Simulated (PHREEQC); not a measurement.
**Brine (model solution)**

A solution holds 1.4 mol K2CO3 and 0.13 mol H3BO3 per kg of water, at 25 °C. Closed to the air; pH follows from the charge balance.

All values are PHREEQC results (Pitzer model, pitzer.dat), not measurements.

This is a speciation only: nothing precipitates in the calculation.

Question: What pH, density, osmotic coefficient does the model give?

Answer: pH 10.76; density 1.150 g/cm³; osmotic coefficient 0.849.

Question: In which forms is B present?

Answer: B(OH)4- 95 %, B(OH)3 3.6 %, B4O5(OH)4-2 1.0 % of the B.

In brines, pH and single-ion activities rest on the MacInnes convention.
